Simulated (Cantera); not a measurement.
**Moist CO burnout**

An isothermal, constant-pressure homogeneous reactor starts with CO : O2 : H2O : N2 = 0.02 : 0.022 : 0.00095 : 1 (molar parts), at 1048 K and 1.00 bar.

Detailed kinetics in Cantera: GRI-Mech 3.0 (53 species, 325 reactions).

```tsv
t (s)	x CO	x O2	x H2O	x CO2	x H2O2	x NO2
6.00e-5	0.0192	0.0211	0.000911	7.58e-11	<1e-12	<1e-12
0.000173	0.0192	0.0211	0.000911	2.24e-10	<1e-12	<1e-12
0.000500	0.0192	0.0211	0.000911	6.96e-10	<1e-12	<1e-12
0.00144	0.0192	0.0211	0.000911	2.44e-9	<1e-12	<1e-12
0.00416	0.0192	0.0211	0.000911	1.09e-8	<1e-12	<1e-12
0.0120	0.0192	0.0211	0.000911	8.04e-8	1.07e-12	<1e-12
0.0346	0.0192	0.0211	0.000911	2.47e-6	7.60e-10	<1e-12
0.1000	0.0181	0.0206	0.000898	0.00109	1.70e-7	2.16e-11
0.288	0.00861	0.0159	0.000901	0.0107	1.14e-7	7.95e-10
0.832	0.00154	0.0124	0.000915	0.0178	4.83e-8	5.69e-9
2.40	0.000159	0.0117	0.000919	0.0192	6.01e-9	2.29e-8
6.93	9.89e-6	0.0116	0.000920	0.0194	1.85e-10	3.81e-8
20.0	2.54e-7	0.0116	0.000920	0.0194	1.63e-11	1.42e-8
```
x: mole fraction; the columns are a selection and need not sum to one.

Equilibrium at this temperature and pressure: CO 5.22e-11, O2 0.0116, H2O 0.000920, CO2 0.0194, H2O2 <1e-12, NO2 1.24e-7 (gas phase only).
